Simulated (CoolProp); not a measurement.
n-pentane at 298.15 K and 0.0572 MPa flows at 8.7 m/s in a round tube of 100 mm bore and 15 µm roughness, fully developed (64/Re and Nu = 3.66 if laminar; Colebrook and Gnielinski if turbulent). Each further row changes one setting.

The numbers come from the reference Helmholtz-energy equation of state, Thol 2019 in CoolProp.

```json
[
 {"case": "as stated", "Reynolds number": "222000", "Darcy friction factor": "0.0165", "pressure drop (Pa/m)": "10.7", "heat-transfer coefficient (W/(m² K))": "56.7", "mass flow (kg/h)": "421"},
 {"case": "velocity 17.4 m/s", "Reynolds number": "445000", "Darcy friction factor": "0.0151", "pressure drop (Pa/m)": "39.2", "heat-transfer coefficient (W/(m² K))": "104", "mass flow (kg/h)": "842"},
 {"case": "diameter 200 mm", "Reynolds number": "445000", "Darcy friction factor": "0.0144", "pressure drop (Pa/m)": "4.65", "heat-transfer coefficient (W/(m² K))": "49.1", "mass flow (kg/h)": "1680"}
]
```

Viscosity comes from a separate model (Quiñones-Cisneros 2006), older than the equation that it now runs on, and unchecked against measurements. Thermal conductivity comes from a separate model (Vassiliou 2015).
